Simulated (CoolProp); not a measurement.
Ethanol at 298.15 K and 0.00438 MPa flows at 2.8 m/s in a round tube of 1 mm bore and 45 µm roughness, fully developed (64/Re and Nu = 3.66 if laminar; Colebrook and Gnielinski if turbulent). Each further row changes one setting.

The numbers come from the reference Helmholtz-energy equation of state, Schroeder 2014 in CoolProp.

```
case              Reynolds number  Darcy friction factor  pressure drop (Pa/m)  heat-transfer coefficient (W/(m² K))  mass flow (kg/h)
----------------  ---------------  ---------------------  --------------------  ------------------------------------  ----------------
as stated                    26.1                   2.46                   786                                  55.7          0.000646
velocity 5.6 m/s             52.1                   1.23                  1570                                  55.7           0.00129
diameter 2 mm                52.1                   1.23                   197                                  27.9           0.00259
```

Viscosity comes from a separate model (Kiselev 2005). Thermal conductivity comes from a separate model (Assael 2013).
